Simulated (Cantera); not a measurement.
Feed: 1 mol Si₃N₄, 0.48 mol N₂, held at 10.0 mbar.

Method: chemical equilibrium by Gibbs-energy minimisation in Cantera with the NASA 1993 tables (ideal gas, pure condensed phases). Candidate condensed phases: Si, Si₃N₄; 7 gas species. Equilibrium is a limit: real reactors are often held back by kinetics, nucleation or transport.

### Question
Which condensed phases are stable at each of these points (T (K)): 1675, 1775, 1875, 1975, 2075, 2175, 2275, 2375, 2475, 2575?

### Answer
```tsv
T (K)	condensed phases	Si condensed (%)
1675	Si₃N₄(s)	100.0
1775	Si₃N₄(s)	100.0
1875	Si(l)	99.9
1975	Si(l)	99.7
2075	Si(l)	99.1
2175	Si(l)	97.3
2275	Si(l)	92.7
2375	Si(l)	80.5
2475	Si(l)	40.3
2575	gas only	0.0
```

From 1675 K to 1775 K the condensed part is Si₃N₄(s). From 1875 K to 2475 K the condensed part is Si(l). At 2575 K nothing is condensed.
